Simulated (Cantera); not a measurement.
Charge: 1 mol CH₃SiCl₃, 0.89 mol C₃H₈, 8.2 mol H₂, at 2177 °C and 5.10 mbar.

These are equilibrium values from Cantera (NASA tables, ideal gas, pure condensed phases), not measurements of a reactor. Candidate condensed phases: C, C₆H₆, C₇H₈, C₈H₁₈, Si, SiC; 109 gas species. The feed counts by its element totals alone. The tables' values for SiCl are old estimates; treat these amounts as uncertain. Gases not in the tables: Si₂H₆ and higher silanes. Equilibrium is a limit: real reactors are often held back by kinetics, nucleation or transport.

Base state: H₂ 0.568, H 0.212, HCl 0.127, Si 0.0388, Cl 0.0336, SiC₂ 0.00868, C₂H₂ (acetylene) 0.00495, SiCl₂ 0.00265 (mole fractions); condensed: C(graphite).

What changes in the equilibrium state with this change: H₂ from 8.2 to 17 mol?


```json
[
 {"species": "H₂", "before": "0.568", "after": "0.631"},
 {"species": "H", "before": "0.212", "after": "0.223"},
 {"species": "HCl", "before": "0.127", "after": "0.0839"},
 {"species": "Cl", "before": "0.0336", "after": "0.0211"},
 {"species": "Si", "before": "0.0388", "after": "0.0264"},
 {"species": "SiCl₂", "before": "0.00265", "after": "0.000712"},
 {"species": "SiCl", "before": "0.00235", "after": "0.00100"},
 {"species": "Si₂C", "before": "0.00140", "after": "0.000647"},
 {"species": "Si₂", "before": "5.86e-5", "after": "2.71e-5"},
 {"species": "C(graphite), mol", "before": "3.15", "after": "3.00"}
]
```
